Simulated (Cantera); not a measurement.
An isothermal, constant-pressure homogeneous reactor starts with H2 : O2 = 0.0083 : 1 (molar parts), at 1200 K and 0.00188 atm.

Computed with Cantera and the H2/O2 subset of GRI-Mech 3.0, which has no nitrogen chemistry. Radical loss at walls, strong at low pressure, is not modelled.

One state of this run: x H2 = 2.20e-5; x O2 = 0.986; x H = 0.000201; x HO2 = 9.62e-8; x H2O = 0.00783. x: mole fraction; the columns are a selection and need not sum to one.

Task: Which value of t (s) does it belong to?
A) 1.17
B) 10.0
C) 3.42
D) 0.0468

Result: C, 3.42
